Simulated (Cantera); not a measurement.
# Low-pressure radical oxidation in H2/O2

An isothermal, constant-pressure homogeneous reactor starts with 5.39 % H2, 94.6 % O2, equivalence ratio 0.029, at 1325 K and 9.00 Torr.

Computed with Cantera and the H2/O2 subset of GRI-Mech 3.0, which has no nitrogen chemistry. Radical loss at walls, strong at low pressure, is not modelled. The temperature is held fixed by assumption; the heat of reaction is taken as removed at once.

```json
[
 {"t (s)": "9.00e-6", "x H2": "0.0539", "x O2": "0.946", "x H2O2": "<1e-12", "x O": "4.41e-10", "x OH": "4.33e-10", "x HO2": "3.22e-9"},
 {"t (s)": "4.19e-5", "x H2": "0.0539", "x O2": "0.946", "x H2O2": "3.34e-12", "x O": "7.11e-9", "x OH": "6.52e-9", "x HO2": "1.50e-8"},
 {"t (s)": "0.000195", "x H2": "0.0539", "x O2": "0.946", "x H2O2": "7.13e-11", "x O": "1.22e-7", "x OH": "9.63e-8", "x HO2": "7.00e-8"},
 {"t (s)": "0.000911", "x H2": "0.0537", "x O2": "0.946", "x H2O2": "1.59e-9", "x O": "0.000127", "x OH": "9.68e-5", "x HO2": "4.79e-7"},
 {"t (s)": "0.00424", "x H2": "0.000957", "x O2": "0.903", "x H2O2": "6.54e-8", "x O": "0.0373", "x OH": "0.00520", "x HO2": "2.26e-6"},
 {"t (s)": "0.0198", "x H2": "0.000791", "x O2": "0.911", "x H2O2": "6.49e-8", "x O": "0.0301", "x OH": "0.00475", "x HO2": "2.15e-6"},
 {"t (s)": "0.0921", "x H2": "0.000359", "x O2": "0.930", "x H2O2": "5.66e-8", "x O": "0.0130", "x OH": "0.00323", "x HO2": "1.64e-6"},
 {"t (s)": "0.429", "x H2": "4.68e-5", "x O2": "0.942", "x H2O2": "2.67e-8", "x O": "0.00164", "x OH": "0.00118", "x HO2": "5.54e-7"},
 {"t (s)": "2.00", "x H2": "3.41e-6", "x O2": "0.944", "x H2O2": "6.26e-9", "x O": "0.000119", "x OH": "0.000318", "x HO2": "8.03e-8"}
]
```
x: mole fraction; the columns are a selection and need not sum to one.

Equilibrium at this temperature and pressure: H2 7.03e-8, O2 0.945, H2O2 3.90e-10, O 2.46e-6, OH 4.58e-5, HO2 3.60e-8 (gas phase only).
